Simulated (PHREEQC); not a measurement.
## Buffer: speciation

Make-up at 25 °C: 48 mmol/kgw HF and 1.4 mmol/kgw Na2HPO4. Closed to the air; pH follows from the charge balance.

Model: ion-association model, phreeqc.dat, run in PHREEQC.

Each row changes one thing in this solution. This is a speciation only: nothing precipitates in the calculation.

```tsv
case	pH	ionic strength (mol/kgw)	HF (mol/kgw)	F- (mol/kgw)	HF2- (mol/kgw)	H2PO4- (mol/kgw)
as made	2.32	0.00796	0.0399	0.00616	0.000945	0.000854
temperature from 25 to 5 °C	2.25	0.00894	0.0391	0.00718	0.000874	0.000883
HF from 0.048 to 0.0432 mol/kgw	2.35	[?]	0.0357	0.00591	[?]	0.000878
HF from 0.048 to 0.0096 mol/kgw	2.84	[?]	0.00633	0.00311	[?]	0.00117
HF from 0.048 to 0.24 mol/kgw	1.82	0.0199	0.212	0.0107	0.00872	0.000473
Na2HPO4 from 0.0014 to 0.00014 mol/kgw	2.25	[?]	0.0410	0.00536	0.000842	7.98e-5
```

What belongs in the gaps?


- HF from 0.048 to 0.0432 mol/kgw, ionic strength (mol/kgw): 0.00759
- HF from 0.048 to 0.0432 mol/kgw, HF2- (mol/kgw): 0.000809
- HF from 0.048 to 0.0096 mol/kgw, ionic strength (mol/kgw): 0.00435
- HF from 0.048 to 0.0096 mol/kgw, HF2- (mol/kgw): 7.56e-5
- Na2HPO4 from 0.0014 to 0.00014 mol/kgw, ionic strength (mol/kgw): 0.00628

Complexes and solids missing from the database can't appear. Away from 25 °C the constants follow the database's enthalpies or fits; those with neither stay at their 25 °C values.
